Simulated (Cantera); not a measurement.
A closed system holds: 1 mol SiH2Cl2, 0.39 mol C3H8, 34 mol H2, held at 1.10 mbar.

Method: chemical equilibrium by Gibbs-energy minimisation in Cantera with the NASA 1993 tables (ideal gas, pure condensed phases). Candidate condensed phases: C, C6H6, C7H8, C8H18, Si, SiC; 109 gas species. The tables' values for SiCl are old estimates; treat these amounts as uncertain. Gases not in the tables: Si2H6 and higher silanes. The numbers say what is thermodynamically allowed, not how fast it happens. All values below are at 2200 K.

Base state: H2 0.778, H 0.150, HCl 0.0412, Si 0.0198, Cl 0.00578, C2H2 (acetylene) 0.00199, SiC2 0.00190, Si2C 0.000641 (mole fractions); condensed: C(graphite).

Problem. What changes in the equilibrium state with this change: SiH2Cl2 replaced by SiH4?

Solution. 
```csv
species,before,after
H2,0.778,0.821
H,0.150,0.154
Si,0.0198,0.0203
HCl,0.0412,0
Cl,0.00578,0
SiCl,0.000380,0
SiCl2,0.000249,0
SiH2,1.37e-5,1.48e-5
"C(graphite), mol",0.816,0.801
```
